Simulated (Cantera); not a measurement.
An adiabatic, constant-volume homogeneous reactor starts with H2 : O2 : N2 : H2O = 1 : 0.5 : 1.88 : 0.37 (molar parts), at 1775 K and 21.7 atm. Integrator tolerance rtol = 1e-08.

Model: the H2/O2 subset of GRI-Mech 3.0, which has no nitrogen chemistry, integrated in Cantera. The hydrogen kinetics of GRI-Mech 3.0 are dated; newer H2 mechanisms differ, most at raised pressure. The pressure lies above the range GRI-Mech 3.0 was tuned for (to about 10 atm). Above 3000 K some thermodynamic fits are extrapolated.

Problem. How do the results move with these cheaper or finer settings: rtol 1e-08 to 0.0001; rtol 1e-08 to 1e-10; full GRI-Mech 3.0 in place of its H2/O2 subset?

Solution. 
```tsv
setting	time of steepest temperature rise	temperature at 1.00 s	equilibrium temperature	x(H2) at 1.00 s	integrator steps
as above	0.372 µs	3252 K	3252 K	0.0454	864
rtol 1e-08 to 0.0001	0.371 µs	3252 K	3252 K	0.0454	333
rtol 1e-08 to 1e-10	0.372 µs	3252 K	3252 K	0.0454	1590
full GRI-Mech 3.0 in place of its H2/O2 subset	0.371 µs	3227 K	3227 K	0.0482	997
```
